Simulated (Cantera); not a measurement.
## Premixed flame

A freely propagating, adiabatic, planar premixed flame of C₃H₈ : O₂ : N₂ : CO₂ = 1 : 5.38 : 20.2 : 2.7 (molar parts), equivalence ratio 0.93, unburnt at 450 K and 173 Torr; mixture-averaged transport, grid criteria slope 0.08 and curve 0.16, no radiation.

Computed with Cantera and GRI-Mech 3.0 (53 species, 325 reactions). GRI-Mech 3.0 was tuned for natural gas; its chemistry of propane as a main component is partial and can be far from experiment. Burning velocities carry a grid error of a few per cent, more on coarse grids.

| z (mm) | T (K) | u (m/s) | x C₃H₈ | x O₂ | x CO₂ | x HCN | x OH | x HO₂ |
|---|---|---|---|---|---|---|---|---|
| -4.42 | 450 | 0.754 | 0.0341 | 0.184 | 0.0922 | <1e-8 | <1e-8 | 3.99e-8 |
| -2.95 | 451 | 0.756 | 0.0341 | 0.183 | 0.0920 | <1e-8 | <1e-8 | 6.58e-7 |
| -2.21 | 455 | 0.764 | 0.0340 | 0.183 | 0.0919 | <1e-8 | <1e-8 | 3.01e-6 |
| -1.47 | 485 | 0.819 | 0.0337 | 0.179 | 0.0915 | <1e-8 | 2.53e-7 | 1.89e-5 |
| -0.736 | 763 | 1.32 | 0.0270 | 0.152 | 0.0916 | 1.33e-7 | 1.48e-5 | 7.17e-5 |
| -0.368 | 1125 | 1.99 | 0.0111 | 0.114 | 0.0952 | 3.91e-7 | 0.000211 | 0.000164 |
| 0 | 1485 | 2.69 | 0.000475 | 0.0718 | 0.105 | 8.14e-7 | 0.00179 | 0.000149 |
| 0.368 | 1623 | 2.94 | 6.82e-7 | 0.0485 | 0.117 | 7.32e-7 | 0.00425 | 1.58e-5 |
| 0.736 | 1656 | 2.99 | <1e-8 | 0.0401 | 0.127 | 3.28e-7 | 0.00545 | 4.05e-6 |
| 1.47 | 1690 | 3.04 | <1e-8 | 0.0350 | 0.137 | 4.68e-8 | 0.00614 | 3.10e-6 |
| 2.95 | 1735 | 3.11 | <1e-8 | 0.0323 | 0.144 | <1e-8 | 0.00639 | 2.64e-6 |
| 5.89 | 1794 | 3.20 | <1e-8 | 0.0300 | 0.148 | <1e-8 | 0.00636 | 2.13e-6 |
| 11.8 | 1863 | 3.31 | <1e-8 | 0.0273 | 0.153 | <1e-8 | 0.00605 | 1.58e-6 |
x: mole fraction of selected species; z is measured from the peak of heat release.

```
Quantity                      Value
------------------------  ---------
laminar burning velocity  75.3 cm/s
thermal thickness           1.47 mm
peak x(HCN)                 8.83e-7
peak x(OH)                  0.00641
peak x(HO₂)                0.000216
grid points                     146
```
